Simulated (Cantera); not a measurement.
## Pyrogenic steam for wet oxidation

An isothermal, constant-pressure homogeneous reactor starts with 6.25 % H₂, 7.81 % O₂, 85.9 % N₂, at 848 K and 0.109 atm.

Computed with Cantera and the H2/O2 subset of GRI-Mech 3.0, which has no nitrogen chemistry. Radical loss at walls, strong at low pressure, is not modelled. Below about 950 K walls govern HO2 and H2O2 in real vessels. The temperature is held fixed by assumption; the heat of reaction is taken as removed at once.

| t (s) | x H₂ | x O₂ | x HO₂ | x O | x H |
|---|---|---|---|---|---|
| 1.00e-5 | 0.0625 | 0.0781 | <1e-12 | <1e-12 | <1e-12 |
| 4.90e-5 | 0.0625 | 0.0781 | <1e-12 | <1e-12 | <1e-12 |
| 0.000240 | 0.0625 | 0.0781 | <1e-12 | <1e-12 | <1e-12 |
| 0.00118 | 0.0625 | 0.0781 | 6.52e-12 | <1e-12 | 5.86e-12 |
| 0.00577 | 0.0625 | 0.0781 | 2.05e-9 | 3.56e-10 | 2.17e-9 |
| 0.0283 | 0.00500 | 0.0507 | 7.55e-6 | 8.84e-5 | 0.000175 |
| 0.139 | 0.00111 | 0.0489 | 4.54e-6 | 5.23e-6 | 2.21e-6 |
| 0.679 | 0.000521 | 0.0486 | 2.85e-6 | 4.73e-7 | 1.11e-7 |
| 3.33 | 0.000283 | 0.0485 | 1.83e-6 | 1.25e-7 | 2.09e-8 |
| 16.3 | 6.66e-5 | 0.0484 | 6.92e-7 | 2.79e-8 | 2.62e-9 |
| 80.0 | 5.62e-6 | 0.0484 | 8.65e-8 | 8.28e-10 | 5.13e-11 |
x: mole fraction; the columns are a selection and need not sum to one.

Equilibrium at this temperature and pressure: H₂ <1e-12, O₂ 0.0484, HO₂ 8.16e-12, O <1e-12, H <1e-12 (gas phase only).
